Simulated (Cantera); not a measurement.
An isothermal, constant-pressure homogeneous reactor starts with CH4 : H2 : H = 0.02 : 1 : 0.072 (molar parts), at 2498 K and 0.180 bar.

Detailed kinetics in Cantera: GRI-Mech 3.0 (53 species, 325 reactions). GRI-Mech 3.0 stops at C3 and has no aromatics, soot or wall deposition, so with more carbon than oxygen in the feed, carbon stays in small species such as C2H2 where larger ones or solid carbon would form.

x: mole fraction; the columns are a selection and need not sum to one.

| t (s) | x CH4 | x H2 | x H | x C2H6 | x CH2 |
|---|---|---|---|---|---|
| 4.00e-6 | 0.00799 | 0.928 | 0.0542 | 1.95e-6 | 0.000412 |
| 1.56e-5 | 0.00615 | 0.934 | 0.0504 | 1.09e-6 | 0.000323 |
| 6.09e-5 | 0.00327 | 0.942 | 0.0457 | 2.87e-7 | 0.000172 |
| 0.000238 | 0.00111 | 0.946 | 0.0441 | 3.21e-8 | 6.37e-5 |
| 0.000928 | (withheld) | 0.944 | 0.0462 | (withheld) | (withheld) |
| 0.00362 | 5.80e-5 | 0.940 | 0.0512 | 1.02e-10 | 4.97e-6 |
| 0.0141 | 2.32e-5 | 0.934 | 0.0564 | 1.89e-11 | 2.45e-6 |
| 0.0552 | 2.20e-5 | 0.934 | 0.0572 | 1.73e-11 | 2.39e-6 |
| 0.215 | 2.20e-5 | 0.934 | 0.0572 | 1.73e-11 | 2.39e-6 |
| 0.841 | 2.20e-5 | 0.934 | 0.0572 | 1.73e-11 | 2.39e-6 |
| 3.28 | 2.20e-5 | 0.934 | 0.0572 | 1.73e-11 | 2.39e-6 |
| 12.8 | 2.20e-5 | 0.934 | 0.0572 | 1.73e-11 | 2.39e-6 |
| 50.0 | 2.20e-5 | 0.934 | 0.0572 | 1.73e-11 | 2.39e-6 |

Problem. Fill in the missing entries.

Solution. 
- 0.000928, x CH4: 0.000269
- 0.000928, x C2H6: 1.98e-9
- 0.000928, x CH2: 1.83e-5
